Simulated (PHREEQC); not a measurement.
# Brine

Consider water at 25 °C with 0.62 mol KCl and 4.2 mol CaCl2 per kg of water. Closed to the air; pH follows from the charge balance.

The numbers come from PHREEQC with the Pitzer model, pitzer.dat.

Each row changes one thing in this solution. Precipitation was switched off in this run.

```tsv
case	pH	SI of Sylvite (KCl)
as made	4.90	-0.28
CaCl2 left out	6.98	-1.71
diluted 100-fold with water	6.95	___
CaCl2 replaced by NaCl at the same molality	6.56	-0.80
CaCl2 replaced by HCl at the same molality	-1.46	-0.47
temperature from 25 to 50 °C	4.57	-0.52
diluted 5-fold with water	6.49	-1.98
diluted 10-fold with water	6.70	-2.57
temperature from 25 to 55 °C	4.51	___
```

Q: Complete the blanks.

A: 
- diluted 100-fold with water, SI of Sylvite (KCl): -4.40
- temperature from 25 to 55 °C, SI of Sylvite (KCl): -0.57

At this temperature some constants are extrapolated from 25 °C, and those without enthalpy data are left unchanged.
